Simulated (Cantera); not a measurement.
A diamond (100) surface in a fixed gas of H2 with x(CH4) = 0.0061, x(H) = 0.0084, x(CH3) = 0.0005, 44.3 Torr; coverages are run to steady state.

Cantera simulation using the Harris–Goodwin 1993 mechanism for the reconstructed diamond (100) surface; the numbers are that mechanism's predictions, not measurements.

θ: site fractions in the mechanism's names (c6HH fully hydrogenated, c6H* and c6*H radical sites, c6** diradical, c6HM methylated).

```json
[
 {"T (K)": "925", "growth (µm/h)": "[?]", "θ c6HH": "0.632", "θ c6H*": "0.0117", "θ c6*H": "0.297", "θ c6**": "0.00510", "θ c6HM": "0.0422"},
 {"T (K)": "975", "growth (µm/h)": "[?]", "θ c6HH": "0.592", "θ c6H*": "0.0155", "θ c6*H": "0.339", "θ c6**": "0.00765", "θ c6HM": "0.0340"},
 {"T (K)": "1025", "growth (µm/h)": "[?]", "θ c6HH": "0.553", "θ c6H*": "0.0199", "θ c6*H": "0.378", "θ c6**": "0.0110", "θ c6HM": "0.0271"},
 {"T (K)": "1075", "growth (µm/h)": "18.6", "θ c6HH": "0.516", "θ c6H*": "0.0247", "θ c6*H": "0.413", "θ c6**": "0.0151", "θ c6HM": "0.0209"},
 {"T (K)": "1125", "growth (µm/h)": "19.1", "θ c6HH": "0.482", "θ c6H*": "0.0298", "θ c6*H": "0.445", "θ c6**": "0.0202", "θ c6HM": "0.0147"},
 {"T (K)": "1175", "growth (µm/h)": "[?]", "θ c6HH": "0.451", "θ c6H*": "0.0353", "θ c6*H": "0.473", "θ c6**": "0.0261", "θ c6HM": "0.00889"},
 {"T (K)": "1225", "growth (µm/h)": "[?]", "θ c6HH": "0.421", "θ c6H*": "0.0408", "θ c6*H": "0.497", "θ c6**": "0.0328", "θ c6HM": "0.00449"},
 {"T (K)": "1275", "growth (µm/h)": "[?]", "θ c6HH": "0.394", "θ c6H*": "0.0463", "θ c6*H": "0.515", "θ c6**": "0.0401", "θ c6HM": "0.00199"},
 {"T (K)": "1325", "growth (µm/h)": "7.75", "θ c6HH": "0.368", "θ c6H*": "0.0517", "θ c6*H": "0.530", "θ c6**": "0.0480", "θ c6HM": "0.000833"},
 {"T (K)": "1375", "growth (µm/h)": "7.29", "θ c6HH": "0.345", "θ c6H*": "0.0570", "θ c6*H": "0.540", "θ c6**": "0.0562", "θ c6HM": "0.000343"}
]
```

Some entries are withheld; supply them.


- 925, growth (µm/h): 10.1
- 975, growth (µm/h): 13.1
- 1025, growth (µm/h): 16.2
- 1175, growth (µm/h): 16.6
- 1225, growth (µm/h): 12.6
- 1275, growth (µm/h): 9.35
